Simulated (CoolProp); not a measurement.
Properties of R123 along the isotherm 189.75 °C (Tc = 183.7 °C, pc = 3.662 MPa, ω = 0.282).

Computed with CoolProp (reference Helmholtz-energy equation of state, Younglove 1994). It is a modified Benedict-Webb-Rubin equation, recast in Helmholtz form.

```tsv
p (MPa)	phase	density (kg/m³)	isothermal compressibility (1/MPa)	expansivity (1/kK)	fugacity coefficient
0.116	gas	4.658	8.713	2.243	0.9896
0.18	gas	7.271	5.649	2.290	0.9839
0.281	gas	11.46	3.654	2.368	0.9749
0.437	gas	18.09	2.387	2.496	0.9611
0.681	gas	28.90	1.573	2.717	0.9395
1.06	gas	46.90	1.059	3.128	0.9063
1.65	gas	78.67	0.7450	4.010	0.8551
2.57	gas	143.0	0.5963	6.722	0.7759
4	supercritical	510.4	2.681	149.5	0.6450
6.23	supercritical	912.8	0.04698	7.586	0.4618
9.7	supercritical	1009	0.01904	4.178	0.3421
15.1	supercritical	1086	0.01015	2.825	0.2696
23.5	supercritical	1158	0.005987	2.059	0.2331
36.6	supercritical	1231	0.003716	1.558	0.2312
```
